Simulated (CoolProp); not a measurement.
Vapour-liquid equilibrium of propane (1) + n-perfluorobutane (2) at -32.35 °C; x and y are mole fractions of (1).

Model: multi-fluid Helmholtz-energy mixture model, Lemmon 2009 and Gao 2022; pair parameters Bell 2016, in CoolProp.

```json
[
 {"x": "0.05", "bubble pressure (MPa)": "0.05573", "y at the bubble point": "0.570", "dew pressure at overall composition x (MPa)": "0.02598", "liquid density (mol/L)": "7.301"},
 {"x": "0.2", "bubble pressure (MPa)": "0.1144", "y at the bubble point": "0.809", "dew pressure at overall composition x (MPa)": "0.03073", "liquid density (mol/L)": "7.803"},
 {"x": "0.35", "bubble pressure (MPa)": "0.1367", "y at the bubble point": "0.850", "dew pressure at overall composition x (MPa)": "0.03759", "liquid density (mol/L)": "8.389"},
 {"x": "0.5", "bubble pressure (MPa)": "0.1429", "y at the bubble point": "0.862", "dew pressure at overall composition x (MPa)": "0.04833", "liquid density (mol/L)": "9.090"},
 {"x": "0.65", "bubble pressure (MPa)": "0.1454", "y at the bubble point": "0.868", "dew pressure at overall composition x (MPa)": "0.06750", "liquid density (mol/L)": "9.949"},
 {"x": "0.8", "bubble pressure (MPa)": "0.1492", "y at the bubble point": "0.887", "dew pressure at overall composition x (MPa)": "0.1103", "liquid density (mol/L)": "11.02"},
 {"x": "0.95", "bubble pressure (MPa)": "0.1531", "y at the bubble point": "0.953", "dew pressure at overall composition x (MPa)": "0.1531", "liquid density (mol/L)": "12.38"}
]
```

No azeotrope shows between x = 0.05 and 0.95.

Pair parameters are fitted to limited data, so mixtures are less certain than the pure fluids. With so large a gap from Raoult's law the liquid may split in two, which this calculation doesn't test in full.
